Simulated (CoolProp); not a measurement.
Properties of methanol along the isobar 41000 kPa (Tc = 240.2 °C, pc = 8216 kPa, ω = 0.565).

Values from CoolProp's reference Helmholtz-energy equation of state, de Reuck 1993.

| T (°C) | phase | Z | isothermal compressibility (1/MPa) | conductivity (mW/(m K)) | fugacity coefficient |
|---|---|---|---|---|---|
| 34.25 | liquid | 0.6326 | 0.0008807 | 217 | 0.001232 |
| 63.85 | liquid | 0.5941 | 0.001013 | 212 | 0.004260 |
| 93.35 | liquid | 0.5634 | 0.001177 | 207 | 0.01160 |
| 122.95 | liquid | 0.5393 | 0.001392 | 201 | 0.02641 |
| 152.55 | liquid | 0.5214 | 0.001689 | 195 | 0.05192 |
| 182.15 | liquid | 0.5095 | 0.002116 | 189 | 0.09063 |
| 211.75 | liquid | 0.5038 | 0.002758 | 184 | 0.1434 |
| 241.35 | supercritical | 0.5052 | 0.003759 | 179 | 0.2088 |
| 270.95 | supercritical | 0.5151 | 0.005347 | 175 | 0.2833 |
| 300.55 | supercritical | 0.5356 | 0.007827 | 172 | 0.3619 |
| 330.15 | supercritical | 0.5685 | 0.01126 | 168 | 0.4386 |

Thermal conductivity comes from a separate model (Sykioti 2013).
